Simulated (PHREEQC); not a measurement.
**Acid mine or pickling water**

Synthetic water in mg/L, 25 °C, pH 4.02, pe 12.6:

| constituent | mg/L |
|---|---|
| Na | 186 |
| K | 0.0772 |
| Ca | 1030 |
| Mg | 218 |
| Cl | 290 |
| S(6) as SO4 | 3280 |
| Zn | 1.22 |

Valence states are taken as typed.

The numbers come from PHREEQC with the ion-association model, phreeqc.dat.

This is a speciation only: nothing precipitates in the calculation.

Estimate the ionic strength.

ionic strength 0.0936 mol/kgw.

In which forms is Zn present?

Zn+2 55 %, ZnSO4 38 %, Zn(SO4)2-2 6.6 % of the Zn.

Examples of supersaturated solids here: Gypsum. Others may be too. Complexes and solids missing from the database can't appear.
